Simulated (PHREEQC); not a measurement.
1 kg of water holding 44 mmol/kgw MgSO4 and 4.8 mmol/kgw MgCl2 is evaporated at 20 °C; the solids stay in contact with the brine. CO2 from the air is kept out. The run lets Bischofite, Brucite, Epsomite, Hexahydrite, Kieserite, MgCl2_4H2O precipitate or redissolve, and no other solid.

The series has 26 steps of water left (kg), from 1 to 0.002088.

The numbers come from PHREEQC with the Pitzer model, pitzer.dat.

Q: Which solids form, in which order, and at which step of the series does each first stand?

A: Epsomite from water left = 0.01546 kg.
